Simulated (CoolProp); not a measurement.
Vapour-liquid equilibrium of C2F6 (R116) (1) + R22 (2) at -54.65 °C; x and y are mole fractions of (1).

Computed with CoolProp (multi-fluid Helmholtz-energy mixture model, Lemmon 2006 and Kamei 1995; pair parameters Bell 2016).

| x | bubble pressure (bar) | y at the bubble point | dew pressure at overall composition x (bar) | liquid density (mol/L) |
|---|---|---|---|---|
| 0.05 | 1.241 | 0.601 | 0.5314 | (withheld) |
| 0.2 | 2.273 | (withheld) | 0.6300 | 15.17 |
| 0.35 | 2.558 | (withheld) | 0.7730 | 14.12 |
| 0.5 | 2.664 | 0.838 | (withheld) | 13.17 |
| 0.65 | 2.766 | 0.855 | (withheld) | (withheld) |
| 0.8 | 2.900 | (withheld) | 2.318 | 11.62 |
| 0.95 | 3.035 | (withheld) | 3.021 | 11.01 |

Q: Fill in the missing entries.

A: 
- 0.05, liquid density (mol/L): 16.34
- 0.2, y at the bubble point: 0.795
- 0.35, y at the bubble point: 0.825
- 0.5, dew pressure at overall composition x (bar): 0.9987
- 0.65, dew pressure at overall composition x (bar): 1.406
- 0.65, liquid density (mol/L): 12.34
- 0.8, y at the bubble point: 0.890
- 0.95, y at the bubble point: 0.962

No azeotrope shows between x = 0.05 and 0.95.

Pair parameters are fitted to limited data, so mixtures are less certain than the pure fluids. With so large a gap from Raoult's law the liquid may split in two, which this calculation doesn't test in full.
